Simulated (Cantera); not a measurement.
Charge: 1 mol Zr, 0.51 mol N2O, 0.36 mol N2, at 13.3 mbar.

These are equilibrium values from Cantera (NASA tables, ideal gas, pure condensed phases), not measurements of a reactor. Candidate condensed phases: Zr, ZrN, ZrO2; 13 gas species. Mutual solubility and eutectic melting of coexisting phases are not modelled. ZrN: taken at fixed stoichiometry. Condensed phases not in the tables: solid solutions among these carbides, nitrides and lower oxides. Equilibrium is a limit: real reactors are often held back by kinetics, nucleation or transport.

x: gas mole fraction; n: condensed amount in mol.

```csv
T (K),x N2,x ZrO,x ZrO2,x N,n ZrN(s),n ZrO2(monoclinic),n ZrO2(tetragonal)
1348,1.00,<1e-12,<1e-12,<1e-12,0.745,0.255,0
1423,1.00,<1e-12,<1e-12,<1e-12,0.745,0.255,0
1498,1.00,<1e-12,<1e-12,<1e-12,0.745,0,0.255
1573,1.00,<1e-12,<1e-12,3.12e-12,0.745,0,0.255
1648,1.00,1.76e-12,<1e-12,1.65e-11,0.745,0,0.255
1723,1.00,2.22e-11,1.36e-12,7.57e-11,0.745,0,0.255
1798,1.00,2.25e-10,1.31e-11,3.06e-10,0.745,0,0.255
1873,1.00,[?],[?],[?],0.745,0,0.255
1948,1.00,1.34e-8,7.17e-10,3.62e-9,0.745,0,0.255
2023,1.00,[?],[?],[?],0.745,0,0.255
2098,1.000,4.42e-7,2.19e-8,3.01e-8,0.745,0,0.255
2173,1.000,2.11e-6,1.01e-7,7.79e-8,0.745,0,0.255
```

Task: Complete the blanks.

Result: 
- 2023, x ZrO: 8.24e-8
- 2023, x ZrO2: 4.22e-9
- 2023, x N: 1.08e-8
- 1873, x ZrO: 1.89e-9
- 1873, x ZrO2: 1.05e-10
- 1873, x N: 1.10e-9
